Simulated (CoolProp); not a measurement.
Saturation properties of isohexane.

Computed with CoolProp (reference Helmholtz-energy equation of state, Lemmon 2006). It is a short technical equation, of lower accuracy than the large ones.

| T (°C) | p (MPa) | vapour density (kg/m³) | surface tension (mN/m) |
|---|---|---|---|
| -27.95 | [?] | [?] | 22.3 |
| -24.85 | 0.002171 | [?] | [?] |
| -21.75 | 0.002639 | 0.1092 | 21.7 |
| -18.65 | 0.003189 | 0.1304 | 21.4 |
| -15.55 | 0.003834 | 0.1550 | 21.0 |
| -12.45 | 0.004584 | [?] | 20.7 |
| -9.35 | 0.005455 | 0.2156 | 20.4 |
| -6.25 | 0.006460 | 0.2526 | [?] |
| -3.15 | 0.007615 | 0.2946 | 19.7 |
| -0.05 | 0.008937 | 0.3421 | 19.4 |
| 3.05 | 0.01044 | 0.3957 | 19.1 |
| 6.15 | 0.01216 | 0.4560 | 18.8 |

Problem. Complete the blanks.

Solution. 
- -27.95, p (MPa): 0.001776
- -27.95, vapour density (kg/m³): 0.07526
- -24.85, vapour density (kg/m³): 0.09090
- -24.85, surface tension (mN/m): 22.0
- -12.45, vapour density (kg/m³): 0.1832
- -6.25, surface tension (mN/m): 20.1

It boils at 60.2 °C under 1 atm.

Surface tension comes from a separate correlation (Mulero 2012).
